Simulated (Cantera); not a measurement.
Charge: 1 mol C₂F₆, 0.26 mol H₂, held at 0.133 bar.

These are equilibrium values from Cantera (NASA tables, ideal gas, pure condensed phases), not measurements of a reactor. Candidate condensed phases: C, C₆H₆, C₇H₈, C₈H₁₈; 95 gas species. The feed counts by its element totals alone. Gases not in the tables: C₂F₆ and larger saturated fluorocarbons. Rates play no part.

**Question.** What share of the C ends up in condensed phases as a function of T (K), at 1923, 1973, 2023, 2073, 2123, 2173, 2223, 2273, 2323, 2373, 2423?

**Answer.** 
```csv
T (K),C condensed (%),as
1923,30.9,C(graphite)
1973,30.5,C(graphite)
2023,30.1,C(graphite)
2073,29.4,C(graphite)
2123,28.5,C(graphite)
2173,27.2,C(graphite)
2223,25.6,C(graphite)
2273,23.5,C(graphite)
2323,20.9,C(graphite)
2373,17.7,C(graphite)
2423,14.1,C(graphite)
```
